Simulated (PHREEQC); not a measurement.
A solution holds 0.25 mol/kgw NH4HF2 and 0.00066 mol/kgw (NH4)2SiF6, at 52 °C and 10 atm. Closed to the air; pH follows from the charge balance.

All values are PHREEQC results (ion-association model, phreeqc.dat), not measurements.

Each row changes one thing in this solution. This is a speciation only: nothing precipitates in the calculation.

```tsv
case	pH	ionic strength (mol/kgw)	F- (mol/kgw)	HF (mol/kgw)	HF2- (mol/kgw)	NH3 (mol/kgw)
as made	3.21	0.253	0.152	0.151	0.0984	7.97e-7
temperature from 52 to 40 °C	3.11	0.253	0.154	0.152	0.0968	3.09e-7
0.012 mol/kgw NaOH added	3.27	0.264	0.164	0.139	0.0979	9.13e-7
0.13 mol/kgw NaOH added	3.93	0.373	0.304	0.0524	0.0674	3.87e-6
NH4HF2 left out	3.33	0.00189	0.00165	0.00183	1.31e-5	8.66e-9
(NH4)2SiF6 from 0.00066 to 0.000726 mol/kgw	3.21	0.253	0.152	0.151	0.0984	7.97e-7
(NH4)2SiF6 replaced by NH4Br at the same molality	3.21	0.252	0.152	0.151	0.0984	7.97e-7
0.012 mol/kgw KOH added	3.27	0.265	0.165	0.139	0.0980	9.15e-7
(NH4)2SiF6 left out	3.21	0.251	0.152	0.151	0.0984	7.95e-7
```

Complexes and solids missing from the database can't appear. Some of these states are supersaturated (in Quartz (slow to form), for instance). Away from 25 °C the constants follow the database's enthalpies or fits; those with neither stay at their 25 °C values. SiF6-2 is the database's only silicon fluoride.
